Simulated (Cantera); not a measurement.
An adiabatic, constant-volume homogeneous reactor starts with CH₄ : C₂H₆ : O₂ : N₂ = 1 : 0.053 : 1.04 : 3.91 (molar parts), at 1400 K and 1.10 bar. Integrator tolerance rtol = 1e-08.

Model: GRI-Mech 3.0 (53 species, 325 reactions), integrated in Cantera.

Q: What does this change do: 0.021 parts H2 added?

A: 
| quantity | before | after |
|---|---|---|
| time of steepest temperature rise | 1.43 ms | 1.31 ms |
| temperature at 1.00 s | 2652 K | 2649 K |
| equilibrium temperature | 2652 K | 2649 K |
| x(CH₄) at 1.00 s | 6.90e-11 (gas-phase equilibrium 7.74e-11) | 7.21e-11 (gas-phase equilibrium 8.09e-11) |
| x(C₂H₆) at 1.00 s | <1e-12 (gas-phase equilibrium <1e-12) | <1e-12 (gas-phase equilibrium <1e-12) |
| x(O₂) at 1.00 s | 2.65e-5 (gas-phase equilibrium 2.65e-5) | 2.52e-5 (gas-phase equilibrium 2.52e-5) |
| x(O) at 1.00 s | 9.60e-5 (gas-phase equilibrium 9.60e-5) | 9.27e-5 (gas-phase equilibrium 9.27e-5) |
| x(HCN) at 1.00 s | 3.25e-7 (gas-phase equilibrium 3.25e-7) | 3.30e-7 (gas-phase equilibrium 3.30e-7) |
